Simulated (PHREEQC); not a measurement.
PHREEQC input (ion-association model, wateq4f.dat):

```
SOLUTION_MASTER_SPECIES
  An  An-  0  An  62.0  # stands for a non-complexing anion
SOLUTION_SPECIES
  An- = An-
    -log_k 0
    -gamma 3.0 0
PHASES
  Fix_H+
    H+ = H+
    -log_k 0
SOLUTION 1
  temp 25
  units mmol/kgw
  pH 7 charge
  Se(4) 0.018
  Na 10.041
  Se(6) 0.0025
  An 10
END
SELECTED_OUTPUT 1
  -reset false
  -pH true
  -pe true
  -ionic_strength true
  -water true
  -totals Na Se Se(-2) Se(4) Se(6)
  -molalities Hfo_wOH Hfo_wOH2+ Hfo_wO- Hfo_sOH Hfo_sOH2+ Hfo_sO- Hfo_wSeO4- Hfo_wOHSeO4-2 Hfo_wSeO3- Hfo_wOHSeO3-2
USER_PUNCH 1
  -headings sigma psi
  10 PUNCH EDL("sigma", "Hfo"), EDL("psi", "Hfo")
PRINT
  -reset false
USE solution 1
SURFACE 1
  Hfo_wOH 0.000195506 600 0.087
  Hfo_sOH 4.88764e-06
EQUILIBRIUM_PHASES 1
  Fix_H+ -4 HAn 10
    -force_equality true
END
# ... the last block is repeated for the other 16 points of pH, with NaOH or the acid as the point needs
```

Selected output (columns that matter, 13 of 17 rows; pH added in front):

```
pH	mu	Na	Se	m_Hfo_wOH	m_Hfo_wOH2+	m_Hfo_wO-	m_Hfo_sOH	m_Hfo_sOH2+	m_Hfo_sO-	m_Hfo_wSeO4-	m_Hfo_wOHSeO4-2	m_Hfo_wSeO3-	sigma	psi
4	0.010199	0.010041	2.81e-08	5.5281e-05	0.00011917	5.875e-07	1.5437e-06	3.3276e-06	1.6405e-08	1.2089e-06	1.2843e-06	1.4122e-05	0.17797	0.17489
4.5	0.010111	0.010041	4.4728e-08	7.6772e-05	9.6885e-05	1.3936e-06	2.1436e-06	2.7052e-06	3.8912e-08	8.8076e-07	1.5983e-06	1.2258e-05	0.13011	0.15907
5.5	0.010061	0.010041	4.2705e-07	0.00010669	6.4711e-05	4.0298e-06	2.9725e-06	1.8029e-06	1.1227e-07	4.4667e-07	1.6865e-06	9.1041e-06	0.058741	0.11874
6	0.010053	0.010041	1.3619e-06	0.00011621	5.4485e-05	5.6778e-06	3.2204e-06	1.5099e-06	1.5735e-07	2.1347e-07	1.0426e-06	7.9283e-06	0.037017	0.095771
6.5	0.010049	0.010041	2.425e-06	0.00012286	4.7252e-05	7.3182e-06	3.3844e-06	1.3016e-06	2.0159e-07	4.793e-08	2.854e-07	7.0111e-06	0.022077	0.071283
7.5	0.010045	0.010041	4.1491e-06	0.00013032	3.8814e-05	1.0024e-05	3.5553e-06	1.0589e-06	2.7346e-07	7.5557e-10	5.8096e-09	5.4913e-06	0.004373	0.018694
8	0.010044	0.010041	6.6274e-06	0.00013513	3.4316e-05	1.219e-05	3.6362e-06	9.2342e-07	3.2802e-07	9.2094e-11	8.3049e-10	4.1808e-06	-0.0015579	-0.0067882
8.5	0.010047	0.010041	1.135e-05	0.00014184	2.8135e-05	1.6381e-05	3.7201e-06	7.3791e-07	4.2964e-07	1.2379e-11	1.4292e-10	2.3062e-06	-0.0072676	-0.030019
9.5	0.010099	0.010087	1.9731e-05	0.00014838	1.7435e-05	2.8927e-05	3.724e-06	4.3759e-07	7.2603e-07	2.1842e-13	4.2568e-12	1.2792e-07	-0.024383	-0.075723
10	0.010183	0.010174	2.0379e-05	0.00014629	1.3954e-05	3.5137e-05	3.6596e-06	3.4906e-07	8.7896e-07	2.649e-14	6.3603e-13	1.6887e-08	-0.040554	-0.099942
10.5	0.010431	0.010428	2.048e-05	0.00014091	1.0266e-05	4.4309e-05	3.5231e-06	2.5668e-07	1.1078e-06	3.3259e-15	1.0455e-13	2.1658e-09	-0.064571	-0.1226
11.5	0.013674	0.013694	2.0499e-05	0.00010913	3.2836e-06	8.309e-05	2.7283e-06	8.2091e-08	2.0772e-06	5.9221e-17	4.5068e-15	3.8858e-11	-0.15122	-0.15904
12	0.021722	0.021764	2.05e-05	7.2767e-05	9.9639e-07	0.00012174	1.8192e-06	2.491e-08	3.0435e-06	7.8512e-18	1.3126e-15	5.1543e-12	-0.22878	-0.16839
```

Complexes and solids missing from the database can't appear. The database's selenite sorption wasn't checked against measurements; a fall in acid may be a fault of its surface constants.
